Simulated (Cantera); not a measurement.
A closed system holds: 1 mol Al, 0.36 mol Cl2, 39 mol H2, at 252 °C and 0.133 bar.

Cantera equilibrium calculation (NASA polynomials, part measured and part estimated; ideal gas, pure solids and liquids). Rates play no part.

```csv
species,before,after
H2,0.997,0.990
Al2Cl6,0.00273,0.00871
AlCl3,0.000668,0.00119
"Al(s), mol",0.760,0.267
```
Gas species are given as mole fractions.

Task: Name the change that produced these shifts.
A. temperature from 252 °C to 275 °C
B. temperature from 252 °C to 302 °C
C. temperature from 252 °C to 475 °C
D. Cl2 from 0.36 to 1.1 mol

Result: D, Cl2 from 0.36 to 1.1 mol
